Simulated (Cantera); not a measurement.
Cantera run, input and output.

```python
import numpy as np
import cantera as ct

surf = ct.Interface("ptcombust.yaml", "Pt_surf")
gas = surf.adjacent["gas"]
gas.TPX = 300, 4800, {'H2': 0.036, 'O2': 0.13, 'N2': 0.79}
jet = ct.ImpingingJet(gas=gas, width=0.021, surface=surf)
jet.inlet.mdot, jet.inlet.T, jet.inlet.X = 0.027, 300, {'H2': 0.036, 'O2': 0.13, 'N2': 0.79}
jet.set_refine_criteria(ratio=10, slope=0.2, curve=0.3)
show, cover = ['H2', 'O2', 'H2O', 'OH'], ["PT(S)", "H(S)", "O(S)", "OH(S)", "CO(S)", "C(S)"]

rows = []
print(f"{'Ts/K':>7s}" + "".join(f"{s:>11s}" for s in show + cover) + "   (gas at the wall, coverages)")
for i, Ts in enumerate([600, 650, 700, 750, 800, 850, 900, 950]):
    jet.surface.T = Ts
    if i == 0:
        surf.TP = Ts, 4800
        surf.coverages = "PT(S):0.5, O(S):0.5"
        surf.advance_coverages(1.0)
        jet.set_initial_guess(products="inlet")
    jet.solve(loglevel=0, auto=(i == 0))
    rows.append([*(jet.X[gas.species_index(s), -1] for s in show), *surf[cover].coverages])
    print(f"{Ts:7g}" + "".join(f"{x:11.3e}" for x in rows[-1]))
```

Result:

```
   Ts/K         H2         O2        H2O         OH      PT(S)       H(S)       O(S)      OH(S)      CO(S)       C(S)   (gas at the wall, coverages)
    600  4.885e-03  1.018e-01  6.235e-02  1.621e-12  7.879e-02  2.239e-09  9.148e-01  6.425e-03 -9.059e-23 -1.955e-26
    650  4.877e-03  1.019e-01  6.197e-02  2.087e-11  8.293e-02  3.494e-09  9.128e-01  4.308e-03  1.168e-21  4.861e-25
    700  4.777e-03  1.019e-01  6.180e-02  1.835e-10  8.892e-02  5.878e-09  9.080e-01  3.075e-03  2.775e-18 -1.568e-29
    750  4.352e-03  1.016e-01  6.227e-02  1.166e-09  1.033e-01  1.116e-08  8.943e-01  2.394e-03  9.352e-18  3.807e-25
    800  3.545e-03  1.008e-01  6.348e-02  5.531e-09  1.350e-01  2.493e-08  8.629e-01  2.038e-03  1.378e-18  6.415e-26
    850  2.763e-03  1.001e-01  6.465e-02  2.079e-08  1.841e-01  5.825e-08  8.141e-01  1.809e-03  2.241e-18  9.328e-25
    900  2.199e-03  9.958e-02  6.544e-02  6.532e-08  2.444e-01  1.277e-07  7.540e-01  1.609e-03  1.417e-19  6.835e-28
    950  1.815e-03  9.962e-02  6.535e-02  1.813e-07  3.106e-01  2.550e-07  6.880e-01  1.412e-03  5.719e-20  4.944e-24
```

Detailed kinetics in Cantera: Deutschmann's 1995 Pt surface mechanism with GRI-Mech 3.0 gas chemistry. Catalytic surfaces can have several steady states; this one follows from the mechanism file's or the stated starting coverage.
